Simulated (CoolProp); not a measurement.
Ammonia along the isobar 16.6 MPa: Z from the reference equation and from simpler models built on Tc = 132.4 °C, pc = 11.36 MPa, ω = 0.256; each cubic takes its own stable root.

Computed with CoolProp (reference Helmholtz-energy equation of state, Gao 2020).

```tsv
T (°C)	phase	reference	Redlich-Kwong	Soave-Redlich-Kwong
-59.45	liquid	0.2212	0.2867	0.2809
-46.75	liquid	0.2130	0.2759	0.2697
-34.15	liquid	0.2060	0.2668	0.2601
-21.45	liquid	0.1999	…	0.2520
-8.75	liquid	0.1948	0.2525	0.2451
3.95	liquid	0.1904	…	…
16.65	liquid	…	0.2431	0.2351
29.35	liquid	0.1841	0.2400	0.2318
42.05	liquid	0.1820	0.2382	0.2297
54.75	liquid	0.1808	0.2375	0.2290
67.45	liquid	0.1805	0.2382	0.2297
80.15	liquid	0.1812	0.2405	…
92.85	liquid	0.1832	0.2448	0.2369
105.55	liquid	0.1872	0.2519	0.2449
118.25	liquid	0.1941	0.2630	0.2579
```

**Question.** Complete the blanks.

**Answer.** 
- -21.45, Redlich-Kwong: 0.2590
- 3.95, Redlich-Kwong: 0.2472
- 3.95, Soave-Redlich-Kwong: 0.2395
- 16.65, reference: 0.1869
- 80.15, Soave-Redlich-Kwong: 0.2321
